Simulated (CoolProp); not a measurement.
Vapour-liquid equilibrium of CHF3 (R23) (1) + propylene (2) at 1.92 bar; x and y are mole fractions of (1).

Values from CoolProp's multi-fluid Helmholtz-energy mixture model, Penoncello 2003 and Lemmon 2013; pair parameters Bell 2016.

Q: Give the bubble temperature and the first vapour's composition at x = 0.55, 0.85, 0.95. Is there an azeotrope?

A: x = 0.55: -67.8 °C, y = 0.862; x = 0.85: -69.5 °C, y = 0.914; x = 0.95: -70.0 °C, y = 0.961. No azeotrope shows between x = 0.05 and 0.95.

The pair parameters rest on a limited set of measurements; away from them the model extrapolates. With so large a gap from Raoult's law the liquid may split in two, which this calculation doesn't test in full.
